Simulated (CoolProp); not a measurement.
A simple Rankine cycle with R124: condensing at 295.15 K, boiler at 2.71 MPa, turbine inlet 469 K, turbine efficiency 0.85, pump efficiency 0.6, no recuperator. Each further row changes one setting.

Model: reference Helmholtz-energy equation of state, de Vries 1995, in CoolProp.

| case | thermal efficiency (%) | net work (kJ/kg) | heat in (kJ/kg) | turbine exit temperature (K) | volume ratio over the turbine |
|---|---|---|---|---|---|
| as stated | 14.0 | 39.4 | 281 | 407.7 | 7.71 |
| condensing temperature 287.15 K | 15.3 | 44.6 | 290 | 401.1 | 9.90 |
| boiler pressure 1.9 MPa | 12.0 | 34.5 | 288 | 420.2 | 5.30 |
| turbine efficiency 0.75 | 12.2 | 34.4 | 281 | 413.2 | 7.82 |
